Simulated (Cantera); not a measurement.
**Moist CO burnout**

An isothermal, constant-pressure homogeneous reactor starts with CO : O2 : H2O : N2 = 0.011 : 0.0058 : 0.0053 : 1 (molar parts), at 1273 K and 0.138 atm.

Cantera simulation using GRI-Mech 3.0 (53 species, 325 reactions); the numbers are that mechanism's predictions, not measurements.

| t (s) | x CO | x O2 | x H2O | x H2 | x H2O2 | x NO2 | x H |
|---|---|---|---|---|---|---|---|
| 1.00e-6 | 0.0108 | 0.00567 | 0.00519 | <1e-12 | <1e-12 | <1e-12 | <1e-12 |
| 3.16e-6 | 0.0108 | 0.00567 | 0.00519 | <1e-12 | <1e-12 | <1e-12 | <1e-12 |
| 1.00e-5 | 0.0108 | 0.00567 | 0.00519 | <1e-12 | <1e-12 | <1e-12 | <1e-12 |
| 3.16e-5 | 0.0108 | 0.00567 | 0.00519 | <1e-12 | <1e-12 | <1e-12 | <1e-12 |
| 0.000100 | 0.0108 | 0.00567 | 0.00519 | <1e-12 | <1e-12 | <1e-12 | <1e-12 |
| 0.000316 | 0.0108 | 0.00567 | 0.00519 | <1e-12 | <1e-12 | <1e-12 | 7.93e-12 |
| 0.00100 | 0.0108 | 0.00567 | 0.00519 | 7.64e-12 | <1e-12 | <1e-12 | 1.17e-10 |
| 0.00316 | 0.0108 | 0.00567 | 0.00519 | 3.19e-10 | <1e-12 | <1e-12 | 1.57e-9 |
| 0.0100 | 0.0108 | 0.00567 | 0.00519 | 3.92e-8 | 1.30e-12 | <1e-12 | 1.07e-7 |
| 0.0316 | 0.00741 | 0.00404 | 0.00421 | 0.000290 | 1.24e-8 | 3.00e-12 | 0.00122 |
| 0.100 | 0.00187 | 0.00156 | 0.00405 | 0.000461 | 1.16e-8 | 3.68e-11 | 0.00125 |
| 0.316 | 0.000863 | 0.000854 | 0.00480 | 0.000234 | 8.10e-9 | 5.53e-11 | 0.000284 |
| 1.00 | 0.000355 | 0.000516 | 0.00507 | 9.85e-5 | 3.62e-9 | 8.45e-11 | 5.74e-5 |
| 3.16 | 0.000125 | 0.000369 | 0.00516 | 3.49e-5 | 1.19e-9 | 1.70e-10 | 1.01e-5 |
| 10.0 | 3.42e-5 | 0.000313 | 0.00520 | 9.63e-6 | 3.13e-10 | 4.30e-10 | 1.34e-6 |
x: mole fraction; the columns are a selection and need not sum to one.

Equilibrium at this temperature and pressure: CO 1.51e-7, O2 0.000288, H2O 0.00521, H2 4.40e-8, H2O2 1.47e-12, NO2 2.31e-9, H 4.02e-10 (gas phase only).
